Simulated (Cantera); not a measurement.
A closed system holds: 1 mol Si3N4, 0.0022 mol H2O, 1.6 mol H2, held at 1475 K.

Equilibrium computed with Cantera from the NASA thermochemical tables; the gas is ideal and each condensed phase is pure. Candidate condensed phases: H2O, Si, SiO2, Si2N2O, Si3N4; 35 gas species. Mutual solubility and eutectic melting of coexisting phases are not modelled. Equilibrium is a limit: real reactors are often held back by kinetics, nucleation or transport.

At 40000 Pa, list the 3 most abundant gas species with their mole fractions, and the condensed phases.

H2 1.000, N2 0.000458, H 2.05e-5. Condensed: Si2N2O(s) + Si3N4(s).
